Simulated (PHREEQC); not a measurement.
Make-up at 25 °C: 83 mmol/kgw NaHSO4 and 7.2 mmol/kgw NaF. Closed to the air; pH follows from the charge balance.

Computed with PHREEQC (ion-association model, phreeqc.dat).

Precipitation was switched off in this run.

Task: What pH, ionic strength, specific conductance does the model give?

Result: pH 1.56; ionic strength 0.156 mol/kgw; specific conductance 18700 µS/cm.

Task: In which forms is S present?

Result: HSO4- 50 %, SO4-2 44 %, NaSO4- 6.0 % of the S.
